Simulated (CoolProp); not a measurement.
Values from CoolProp's reference Helmholtz-energy equation of state, Lemmon 2006. It is a short technical equation, of lower accuracy than the large ones.

Question: For nitrous oxide, give the phase and the Z, cp (kJ/(kg K)), speed of sound (m/s), Joule-Thomson coefficient (K/MPa) at 142.85 °C and 45.3 bar; 142.85 °C and 226 bar; 142.85 °C and 362 bar.

Answer: 
- 142.85 °C and 45.3 bar: gas; Z 0.920, cp 1.11, speed of sound 300, Joule-Thomson coefficient 4.96
- 142.85 °C and 226 bar: supercritical; Z 0.696, cp 1.85, speed of sound 326, Joule-Thomson coefficient 2.28
- 142.85 °C and 362 bar: supercritical; Z 0.760, cp 1.77, speed of sound 439, Joule-Thomson coefficient 0.822
